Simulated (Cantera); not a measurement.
Premixed flame

A freely propagating, adiabatic, planar premixed flame of H2 : O2 : N2 : H2O = 1 : 0.877 : 4.21 : 0.059 (molar parts), equivalence ratio 0.57, unburnt at 350 K and 0.434 atm; mixture-averaged transport, grid criteria slope 0.08 and curve 0.16, no radiation.

Detailed kinetics in Cantera: the H2/O2 subset of GRI-Mech 3.0, which has no nitrogen chemistry. Burning velocities carry a grid error of a few per cent, more on coarse grids. Lean hydrogen flames are cellular in practice and burn faster than this planar one.

```csv
z (mm),T (K),u (m/s),x H2,x O2,x H2O2,x H2O,x HO2,x O
-3.64,350,0.590,0.162,0.143,<1e-8,0.00961,<1e-8,<1e-8
-2.42,350,0.589,0.160,0.143,3.63e-8,0.00964,5.33e-8,<1e-8
-1.82,351,0.589,0.156,0.144,2.55e-7,0.00976,3.74e-7,<1e-8
-1.21,360,0.595,0.144,0.146,2.85e-6,0.0105,4.39e-6,2.19e-8
-0.606,486,0.778,0.106,0.146,4.58e-5,0.0253,0.000156,4.36e-6
-0.303,749,1.18,0.0724,0.133,2.75e-5,0.0602,0.000117,0.000137
0,1034,1.61,0.0394,0.109,5.32e-6,0.107,5.71e-5,0.00126
0.303,1231,1.92,0.0169,0.0874,3.22e-6,0.144,3.45e-5,0.00297
0.606,1344,2.09,0.00766,0.0767,2.35e-6,0.162,2.50e-5,0.00350
1.21,1450,2.25,0.00344,0.0716,1.24e-6,0.172,1.72e-5,0.00267
2.42,1520,2.36,0.00159,0.0703,5.89e-7,0.177,1.04e-5,0.00127
4.85,1553,2.40,0.000525,0.0701,2.68e-7,0.180,4.53e-6,0.000417
9.70,1564,2.42,0.000142,0.0702,1.13e-7,0.181,1.49e-6,0.000113
```
x: mole fraction of selected species; z is measured from the peak of heat release.

The laminar burning velocity comes out as 59.1 cm/s, the thermal thickness comes out as 1.21 mm and the peak x(H2O2) is 4.80e-5. The peak x(HO2) is 0.000177 and the peak x(O) is 0.00351. The grid points is 111.
